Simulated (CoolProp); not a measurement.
cis-2-butene along the isobar 3.85 MPa: density (kg/m³) from the reference equation and from simpler models built on Tc = 162.6 °C, pc = 4.236 MPa, ω = 0.202; each cubic takes its own stable root.

Values from CoolProp's reference Helmholtz-energy equation of state, Lemmon 2005. It is a short technical equation, of lower accuracy than the large ones.

```csv
T (°C),phase,reference
-25.85,liquid,676.0
-9.55,liquid,658.8
6.75,liquid,641.3
23.15,liquid,623.0
39.45,liquid,604.0
55.75,liquid,584.0
72.05,liquid,562.6
88.45,liquid,539.2
104.75,liquid,513.1
121.05,liquid,482.6
137.35,liquid,443.9
153.75,liquid,378.0
170.05,gas,100.4
186.35,gas,85.03
202.65,gas,75.94
```

How far does each simpler model (Soave-Redlich-Kwong, Peng-Robinson) lie from the reference over these 15 states: mean and median of the absolute difference, and the worst?


- Soave-Redlich-Kwong: mean 8.6 %, median 7.5 %, worst -21.0 % at 153.75 °C and 3.85 MPa
- Peng-Robinson: mean 3.8 %, median 4.2 %, worst -11.9 % at 153.75 °C and 3.85 MPa
